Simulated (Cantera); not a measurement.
A closed system holds: 1 mol Si, 3.5 mol HCl, 40 mol H₂, at 302 °C and 1.00 bar.

Equilibrium computed with Cantera from the NASA thermochemical tables; the gas is ideal and each condensed phase is pure. Candidate condensed phases: Si; 19 gas species. Kinetics and transport are ignored.

Base state: H₂ 0.976, SiCl₄ 0.0122, SiHCl₃ 0.0109, SiH₂Cl₂ 0.000447, HCl 1.63e-5 (mole fractions); condensed: gas only.

**Question.** What changes in the equilibrium state with this change: pressure from 1.00 bar to 4.90 mbar?

**Answer.** 
```csv
species,before,after
H₂,0.976,0.978
SiCl₄,0.0122,0.0169
SiHCl₃,0.0109,0.00486
SiH₂Cl₂,0.000447,6.47e-5
HCl,1.63e-5,5.04e-5
"Si(s), mol",0,0.0724
```

**Question.** What changes in the equilibrium state with this change: temperature from 302 °C to 1152 °C?

**Answer.** 
```json
[
 {"species": "H₂", "before": "0.976", "after": "0.938"},
 {"species": "HCl", "before": "1.63e-5", "after": "0.0487"},
 {"species": "SiCl₂", "before": "<1e-9", "after": "0.00764"},
 {"species": "SiCl₄", "before": "0.0122", "after": "0.00131"},
 {"species": "SiHCl₃", "before": "0.0109", "after": "0.00197"},
 {"species": "SiCl₃", "before": "1.37e-8", "after": "0.00159"},
 {"species": "SiH₃Cl", "before": "3.49e-6", "after": "3.01e-5"},
 {"species": "SiH₂Cl₂", "before": "0.000447", "after": "0.000452"},
 {"species": "Si(s), mol", "before": "0", "after": "0.438"}
]
```
The tables' values for SiCl₃ are old estimates; treat these amounts as uncertain.
